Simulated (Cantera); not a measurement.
A Cantera script and its output.

```python
import numpy as np
import cantera as ct

gas = ct.Solution("gri30.yaml")


def delay(T, t_max=10):
    gas.TPX = T, 1000000, {'CO': 1, 'H2': 1.4, 'O2': 1.2, 'N2': 4.51, 'CO2': 0.36}
    reactor = ct.IdealGasReactor(gas, clone=False)
    net = ct.ReactorNet([reactor])
    net.rtol, net.atol = 1e-8, 1e-16
    while net.time < t_max:
        t_old, T_old = net.time, reactor.T
        net.step()
        if reactor.T > T + 400:  # ignition: a rise of 400 K
            return t_old + (T + 400 - T_old) / (reactor.T - T_old) * (net.time - t_old)
    return np.nan


taus = []
for T in [1075, 1150, 1225, 1300, 1375, 1450, 1525, 1600, 1675]:
    taus.append(delay(T))
    print(f"T0 = {T:6g} K   tau = {taus[-1]:.4e} s")
```

Result:

```
T0 =   1075 K   tau = 7.9202e-04 s
T0 =   1150 K   tau = 1.2902e-04 s
T0 =   1225 K   tau = 1.8836e-05 s
T0 =   1300 K   tau = 5.8396e-06 s
T0 =   1375 K   tau = 3.2133e-06 s
T0 =   1450 K   tau = 2.1686e-06 s
T0 =   1525 K   tau = 1.6161e-06 s
T0 =   1600 K   tau = 1.2805e-06 s
T0 =   1675 K   tau = 1.0609e-06 s
```

Cantera simulation using GRI-Mech 3.0 (53 species, 325 reactions); the numbers are that mechanism's predictions, not measurements. The hydrogen kinetics of GRI-Mech 3.0 are dated; newer H2 mechanisms differ, most at raised pressure. Where the delays flatten at high temperature, the 400 K rule measures the pace of heat release, not the induction time.
